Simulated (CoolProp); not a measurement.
n-perfluorobutane along the isobar 10 MPa: Z from the reference equation and from simpler models built on Tc = 386.3 K, pc = 2.322 MPa, ω = 0.372; each cubic takes its own stable root.

Model: reference Helmholtz-energy equation of state, Gao 2022, in CoolProp.

```csv
T (K),phase,reference
229.2,liquid,0.7043
249.3,liquid,0.6713
269.4,liquid,0.6446
289.4,liquid,0.6235
309.5,liquid,0.6074
329.6,liquid,0.5962
349.6,liquid,0.5900
369.7,liquid,0.5892
389.8,supercritical,0.5946
409.9,supercritical,0.6070
429.9,supercritical,0.6270
450,supercritical,0.6553
```

Question: How far does each simpler model (Redlich-Kwong, Soave-Redlich-Kwong, Peng-Robinson) lie from the reference over these 12 states: mean and median of the absolute difference, and the worst?

Answer: 
- Redlich-Kwong: mean 6.0 %, median 6.8 %, worst +8.5 % at 229.2 K and 10 MPa
- Soave-Redlich-Kwong: mean 5.2 %, median 4.7 %, worst +8.6 % at 450 K and 10 MPa
- Peng-Robinson: mean 5.6 %, median 6.6 %, worst -7.9 % at 289.4 K and 10 MPa
